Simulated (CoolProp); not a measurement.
Oxygen along the isobar 56.2 bar: Z from the reference equation and from simpler models built on Tc = 154.6 K, pc = 50.46 bar, ω = 0.022; each cubic takes its own stable root.

Computed with CoolProp (reference Helmholtz-energy equation of state, Schmidt 1985).

| T (K) | phase | reference |
|---|---|---|
| 127.7 | liquid | 0.1787 |
| 134.5 | liquid | 0.1789 |
| 141.2 | liquid | 0.1820 |
| 147.9 | liquid | 0.1905 |
| 154.7 | supercritical | 0.2192 |
| 161.4 | supercritical | 0.5113 |
| 168.1 | supercritical | 0.6238 |
| 174.9 | supercritical | 0.6912 |
| 181.6 | supercritical | 0.7387 |
| 188.3 | supercritical | 0.7754 |
| 195 | supercritical | 0.8049 |
| 201.8 | supercritical | 0.8296 |

Task: How far does each simpler model (van der Waals, Peng-Robinson) lie from the reference over these 12 states: mean and median of the absolute difference, and the worst?

Result: 
- van der Waals: mean 18.0 %, median 2.1 %, worst +42.4 % at 127.7 K and 56.2 bar
- Peng-Robinson: mean 4.4 %, median 4.3 %, worst -8.4 % at 127.7 K and 56.2 bar
